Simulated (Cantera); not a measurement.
# Thermodynamics of silicon nitride deposition, feed trisilylamine + N2

A closed system holds: 1 mol trisilylamine, a varied amount of N2, held at 1800 K and 28.0 mbar.

Equilibrium computed with Cantera from the NASA thermochemical tables; the gas is ideal and each condensed phase is pure. Candidate condensed phases: Si, Si3N4; 18 gas species. The feed counts by its element totals alone. Mutual solubility and eutectic melting of coexisting phases are not modelled. Gases not in the tables: Si2H6 and higher silanes. Kinetics and transport are ignored.

```tsv
n(N2) (mol)	log p N2	log p H2	log p H	log p Si	log p SiH2	log p SiH	log p Si2N	n Si(l)	n Si3N4(s)
0.21	-2.42	-1.62	-4.25	-5.50	-6.14	-6.25	-6.86	3.00	0
0.5	-2.29	-1.64	-4.27	-5.50	-6.16	-6.26	-6.79	3.00	0
1.2	-2.12	-1.69	-4.29	-5.50	-6.22	-6.29	-6.70	3.00	0
2.9	-2.06	-1.72	-4.31	-5.50	-6.24	-6.30	-6.67	1.000	0.666
7.1	-1.81	-1.91	-4.40	-5.66	-6.59	-6.56	-6.88	0	1.000
17	-1.66	-2.20	-4.55	-5.76	-6.99	-6.80	-7.00	0	0.999
41	-1.60	-2.54	-4.72	-5.80	-7.37	-7.02	-7.05	0	0.999
```
log p: log10 of the partial pressure in bar; n: condensed amount in mol.

From 0.21 mol N2 to 1.2 mol N2 the condensed part is Si(l). At 2.9 mol N2 the condensed part is Si(l) + Si3N4(s). From 7.1 mol N2 to 41 mol N2 the condensed part is Si3N4(s). The main Si-bearing gas is Si throughout.
